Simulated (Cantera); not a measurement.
**HgO + O2 + H2 (iron carbonyl, mercury and lead vapours)**

Input: 1 mol HgO, 0.17 mol O2, a varied amount of H2, at 1623.15 K and 4.40 bar.

Equilibrium computed with Cantera from the NASA thermochemical tables; the gas is ideal and each condensed phase is pure. Candidate condensed phases: H2O, Hg, HgO; 10 gas species. Kinetics and transport are ignored.

From 0.24 mol H2 to 3.4 mol H2 nothing is condensed. The main Hg-bearing gas is Hg throughout.

| n(H2) (mol) | x Hg | x H2O | x H2 | x O2 | x OH |
|---|---|---|---|---|---|
| 0.24 | 0.559 | 0.134 | 1.00e-6 | 0.307 | 0.000185 |
| 0.53 | 0.517 | 0.274 | 2.48e-6 | 0.209 | 0.000241 |
| 0.82 | 0.481 | 0.394 | 4.61e-6 | 0.125 | 0.000254 |
| 1.1 | 0.450 | 0.495 | 8.82e-6 | 0.0540 | 0.000231 |
| 1.4 | 0.417 | 0.558 | 0.0250 | 8.54e-9 | 4.88e-6 |
| 1.7 | 0.370 | 0.496 | 0.133 | 2.37e-10 | 1.88e-6 |
| 2 | 0.333 | 0.447 | 0.220 | 7.05e-11 | 1.32e-6 |
| 2.3 | 0.303 | 0.406 | 0.291 | 3.33e-11 | 1.04e-6 |
| 2.6 | 0.278 | 0.372 | 0.350 | 1.94e-11 | 8.70e-7 |
| 2.9 | 0.256 | 0.344 | 0.400 | 1.26e-11 | 7.51e-7 |
| 3.1 | 0.244 | 0.327 | 0.429 | 9.92e-12 | 6.90e-7 |
| 3.4 | 0.227 | 0.305 | 0.468 | 7.24e-12 | 6.15e-7 |
x: gas mole fraction; nothing condenses.
